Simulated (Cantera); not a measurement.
Charge: 1 mol SiC, 0.011 mol N₂O, 30 mol N₂, 1.8 mol CO₂, at 1325 K.

Method: chemical equilibrium by Gibbs-energy minimisation in Cantera with the NASA 1993 tables (ideal gas, pure condensed phases). Candidate condensed phases: C, Si, SiC, SiO₂, Si₂N₂O, Si₃N₄; 34 gas species. Mutual solubility and eutectic melting of coexisting phases are not modelled. The tables hold silica as quartz up to 1696 K and as liquid above; real silica turns to tridymite and cristobalite and melts near 1996 K. The numbers say what is thermodynamically allowed, not how fast it happens.

Question: Which condensed phases are stable at each of these points (P (Pa)): 0.100, 0.600, 3.60, 22, 130, 770, 4600, 28000, 170000, 1000000?

Answer: 
| P (Pa) | condensed phases | Si condensed (%) |
|---|---|---|
| 0.100 | SiC(s) | 9.4 |
| 0.600 | Si₂N₂O(s) | 37.8 |
| 3.60 | SiO₂(β-quartz) + Si₂N₂O(s) | 69.2 |
| 22 | SiO₂(β-quartz) + Si₂N₂O(s) | 97.3 |
| 130 | SiO₂(β-quartz) + Si₂N₂O(s) | 99.7 |
| 770 | SiO₂(β-quartz) + Si₂N₂O(s) | 100.0 |
| 4600 | SiO₂(β-quartz) + Si₂N₂O(s) | 100.0 |
| 28000 | SiO₂(β-quartz) + Si₂N₂O(s) | 100.0 |
| 170000 | C(graphite) + SiO₂(β-quartz) | 100.0 |
| 1000000 | C(graphite) + SiO₂(β-quartz) | 100.0 |

At 0.100 Pa the condensed part is SiC(s). At 0.600 Pa the condensed part is Si₂N₂O(s). From 3.60 Pa to 0.280 bar the condensed part is SiO₂(β-quartz) + Si₂N₂O(s). From 1.70 bar to 10.0 bar the condensed part is C(graphite) + SiO₂(β-quartz).
